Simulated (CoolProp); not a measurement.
Vapour-liquid equilibrium of n-heptane (1) + ethylbenzene (2) at 0.0226 MPa; x and y are mole fractions of (1).

Computed with CoolProp (multi-fluid Helmholtz-energy mixture model, Span 2003 and Zhou 2012; pair parameters Bell 2016).

```tsv
x	bubble temperature, mixture model (K)	bubble temperature, Raoult's law (K)	y, mixture model	y, Raoult's law
0.05	356.7	358.2	0.190	0.149
0.2	(withheld)	350.5	(withheld)	0.463
0.35	341.4	344.5	0.679	0.657
0.5	(withheld)	339.5	(withheld)	0.785
0.65	333.8	335.3	0.859	0.874
0.8	331.0	331.7	0.923	0.939
0.95	(withheld)	328.6	0.981	0.987
```

Problem. Some entries are withheld; supply them.

Solution. 
- 0.2, bubble temperature, mixture model (K): 347.4
- 0.2, y, mixture model: 0.514
- 0.5, bubble temperature, mixture model (K): 337.2
- 0.5, y, mixture model: 0.783
- 0.95, bubble temperature, mixture model (K): 328.4

The largest gap from Raoult's law is -3.1 K in bubble temperature, at x = 0.2. No azeotrope shows between x = 0.05 and 0.95.

The pair parameters rest on a limited set of measurements; away from them the model extrapolates.
